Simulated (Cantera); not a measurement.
Gas mixture: 53.7 % H2, 10.4 % CO, 35.8 % C3H8, at 1.13 Torr, frozen composition.

Cantera's kinetic-theory transport with the Lennard-Jones parameters of GRI-Mech 3.0, ideal gas; thermal conductivity in the multicomponent form. The composition is frozen, though it would react at the higher temperatures.

One state of this run: ρ (kg/m³) = 0.000650; cp (J/kg/K) = 3138; μ (µPa s) = 17.1; λ (mW/m/K) = 114; Pr = 0.472; D (cm²/s) OH = 676; D (cm²/s) C2H2 = 376; D (cm²/s) H = 2280. D: mixture-averaged diffusion coefficient of that species in the mixture.

Q: Which value of T (K) does it belong to?
A. 400
B. 850
C. 550
D. 1150

A: C, 550
